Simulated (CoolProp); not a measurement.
Computed with CoolProp (reference Helmholtz-energy equation of state, Lemmon 2006). It is a short technical equation, of lower accuracy than the large ones.

Task: For isopentane, give the phase and the density (kg/m³), cp (kJ/(kg K)), cv (kJ/(kg K)), speed of sound (m/s) at 141.7 K and 3.51 MPa; 236.7 K and 3.51 MPa; 331.7 K and 3.51 MPa.

Result: 
- 141.7 K and 3.51 MPa: liquid; density 762, cp 1.73, cv 1.22, speed of sound 1830
- 236.7 K and 3.51 MPa: liquid; density 677, cp 1.98, cv 1.47, speed of sound 1290
- 331.7 K and 3.51 MPa: liquid; density 586, cp 2.44, cv 1.84, speed of sound 842
